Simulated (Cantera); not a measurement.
**NO annealing gas**

A perfectly stirred reactor is fed with NO : N2 = 1 : 0.065 (molar parts), at 160000 Pa; it is held at 1800 K, and followed from long to short residence time.

Computed with Cantera and GRI-Mech 3.0 (53 species, 325 reactions).

```csv
τ (s),x NO,x N2,x O2,x N2O,x O,x NO2
10,0.256,0.402,0.341,2.68e-5,5.69e-5,0.00103
2.0,0.502,0.279,0.217,0.000104,4.60e-5,0.00163
0.40,0.756,0.152,0.0900,0.000240,3.09e-5,0.00162
0.079,0.890,0.0848,0.0233,0.000334,1.83e-5,0.00110
0.016,0.928,0.0659,0.00467,0.000347,1.23e-5,0.000743
0.0031,0.937,0.0618,0.000622,0.000276,9.02e-6,0.000521
0.00061,0.939,0.0611,2.76e-5,0.000131,4.47e-6,0.000211
0.00012,0.939,0.0610,5.46e-7,3.56e-5,1.76e-6,4.02e-5
```
x: mole fraction; the columns are a selection and need not sum to one.
